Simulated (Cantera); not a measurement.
**Hydrogen reduction and annealing atmospheres: TiO₂ + H₂ + H₂O**

Input: 1 mol TiO₂, 630 mol H₂, 1.7 mol H₂O, at 0.00133 bar.

Cantera equilibrium calculation (NASA polynomials, part measured and part estimated; ideal gas, pure solids and liquids). Candidate condensed phases: H₂O, Ti, TiO, TiO₂, Ti₂O₃, Ti₃O₅, Ti₄O₇; 12 gas species. Mutual solubility and eutectic melting of coexisting phases are not modelled. Condensed phases not in the tables: Magnéli phases beyond Ti₄O₇. Kinetics and transport are ignored.

At 1025 °C the condensed part is TiO₂(rutile) + Ti₄O₇(s). At 1125 °C the condensed part is Ti₄O₇(s). From 1225 °C to 1725 °C the condensed part is Ti₃O₅(s). At 1825 °C the condensed part is Ti₃O₅(l). At 1925 °C nothing is condensed.

```csv
T (°C),x H₂,x H,x H₂O,x TiO,x TiO₂,x OH,x Ti,n TiO₂(rutile),n Ti₄O₇(s),n Ti₃O₅(s),n Ti₃O₅(l)
1025,0.997,2.93e-5,0.00293,<1e-12,<1e-12,1.11e-9,<1e-12,0.401,0.150,0,0
1125,0.997,0.000129,0.00309,4.23e-12,1.63e-11,7.90e-9,<1e-12,0,0.250,0,0
1225,0.996,0.000470,0.00322,2.16e-10,4.62e-10,4.30e-8,<1e-12,0,0,0.333,0
1325,0.995,0.00145,0.00322,6.50e-9,8.04e-9,1.83e-7,3.16e-12,0,0,0.333,0
1425,0.993,0.00395,0.00321,1.29e-7,9.86e-8,6.56e-7,1.34e-10,0,0,0.333,0
1525,0.987,0.00958,0.00320,1.81e-6,9.06e-7,2.04e-6,3.68e-9,0,0,0.333,0
1625,0.976,0.0211,0.00319,1.90e-5,6.52e-6,5.66e-6,7.01e-8,0,0,0.328,0
1725,0.954,0.0429,0.00322,0.000153,3.85e-5,1.44e-5,9.40e-7,0,0,0.292,0
1825,0.915,0.0806,0.00357,0.000857,0.000183,3.73e-5,7.48e-6,0,0,0,0.103
1925,0.854,0.141,0.00367,0.00124,0.000219,8.43e-5,1.54e-5,0,0,0,0
```
x: gas mole fraction; n: condensed amount in mol.
